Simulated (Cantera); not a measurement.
A freely propagating, adiabatic, planar premixed flame of H2 : O2 : N2 : H2O = 1 : 0.25 : 0.94 : 0.64 (molar parts), equivalence ratio 2.0, unburnt at 473 K and 820000 Pa; mixture-averaged transport, grid criteria slope 0.08 and curve 0.16, no radiation.

Model: the H2/O2 subset of GRI-Mech 3.0, which has no nitrogen chemistry, integrated in Cantera. The hydrogen kinetics of GRI-Mech 3.0 are dated; newer H2 mechanisms differ, most at raised pressure. Burning velocities carry a grid error of a few per cent, more on coarse grids.

**Question.** What does this change do: H2 1 to 0.79 parts?

**Answer.** 
| quantity | before | after |
|---|---|---|
| laminar burning velocity | 103 cm/s | 107 cm/s |
| thermal thickness | 0.0535 mm | 0.0489 mm |
| peak x(H2O2) | 0.000446 | 0.000460 |
| peak x(H) | 0.00491 | 0.00520 |
| peak x(O) | 0.000132 | 0.000227 |
